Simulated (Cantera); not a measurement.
A Cantera script and what it prints.

```python
import numpy as np
import cantera as ct

gas_names = """
    N NO NO2 NO3 N2 N2O O O2 O3 Si SiN SiO SiO2 Si2 Si2N Si3
""".split()
cond_names = """
    Si(cr) Si(L) SiO2(Lqz) SiO2(hqz) SiO2(L) Si2N2O(s) Si3N4(a)
""".split()


# ... load() reads the species with a 1 bar reference pressure and builds the phases ...
atoms = {
    'Si': {'Si': 1},
    'O2': {'O': 2},
    'N2': {'N': 2},
}
top_T = {'Si2N2O(s)': 2100, 'Si3N4(a)': 2400}  # K; cautious upper limits of use, not melting points


# ... equilibrate(T, P, feed) seeds the gas with the atoms and calls Mixture.equilibrate('TP', solver="vcs", rtol=1e-11, max_steps=5000) ...
results = []
feed = {'Si': 1, 'O2': 0.17, 'N2': 36}  # mol
T = 1623.15  # K
for P in [0.1, 0.75, 5.6, 42, 320, 2400, 18000, 130000, 1000000]:
    mix = equilibrate(T, P, feed)
    results.append((T, P, feed, dict(zip(mix.species_names, mix.species_moles))))

top = {s: max(r[3][s] / sum(r[3][g] for g in gas_names) for r in results) for s in gas_names}
cols = sorted((s for s in top if top[s] > 1e-06), key=lambda s: -top[s])[:9]
seen = [c for c in cond_names if any(r[3].get(c, 0) > 1e-12 for r in results)]
print("log10 of partial pressures in bar; condensed amounts in mol")
print(f"{'P/Pa':>10s}" + "".join(f"{s[:9]:>10s}" for s in cols + seen))
for T, P, feed, n in results:
    ng = sum(n[g] for g in gas_names)
    print(f"{P:10.4g}" + "".join(f"{np.log10(max(n[s] / ng * P / 1e5, 1e-99)):10.3f}" for s in cols)
          + "".join(f"{n.get(c, 0):10.4g}" for c in seen))
```

It prints:

```
log10 of partial pressures in bar; condensed amounts in mol
      P/Pa        N2        Si       SiO      Si2N       Si2       SiN       Si3    Si(cr) Si2N2O(s)  Si3N4(a)
       0.1    -6.012    -7.749    -8.037   -11.568   -11.236   -10.857   -12.824         0         0         0
      0.75    -5.137    -6.880    -7.162    -9.391    -9.497    -9.550   -10.215         0         0         0
       5.6    -4.257    -6.804    -6.282    -8.800    -9.346    -9.035    -9.989    0.5544         0         0
        42    -3.381    -6.804    -5.406    -8.362    -9.346    -8.597    -9.989    0.6453         0         0
       320    -2.496    -7.376    -5.150    -9.063   -10.489    -8.726   -11.704         0    0.2613    0.1327
      2400    -1.620    -7.960    -5.442    -9.793   -11.657    -8.872   -13.456         0    0.3347    0.1084
   1.8e+04    -0.745    -8.543    -5.733   -10.522   -12.824    -9.018   -15.206         0    0.3396    0.1068
   1.3e+05     0.114    -9.116    -6.020   -11.238   -13.969    -9.161   -16.923         0      0.34    0.1067
     1e+06     1.000    -9.707    -6.315   -11.976   -15.150    -9.308   -18.695         0      0.34    0.1067
```

Cantera equilibrium calculation (NASA polynomials, part measured and part estimated; ideal gas, pure solids and liquids). Mutual solubility and eutectic melting of coexisting phases are not modelled. The tables' values for SiN are old estimates; treat these amounts as uncertain.
